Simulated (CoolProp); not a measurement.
The numbers come from the reference Helmholtz-energy equation of state, Lemmon 2006 in CoolProp. It is a short technical equation, of lower accuracy than the large ones.

Q: Give the vapour pressure (MPa), liquid density (kg/m³), vapour density (kg/m³), enthalpy of vaporisation (kJ/kg) of saturated carbonyl sulfide at 243.8, 256.2 K.

A: 
```json
[
 {"T (K)": "243.8", "p (MPa)": "0.243", "liquid density (kg/m³)": "1130", "vapour density (kg/m³)": "7.59", "enthalpy of vaporisation (kJ/kg)": "294"},
 {"T (K)": "256.2", "p (MPa)": "0.379", "liquid density (kg/m³)": "1100", "vapour density (kg/m³)": "11.5", "enthalpy of vaporisation (kJ/kg)": "285"}
]
```
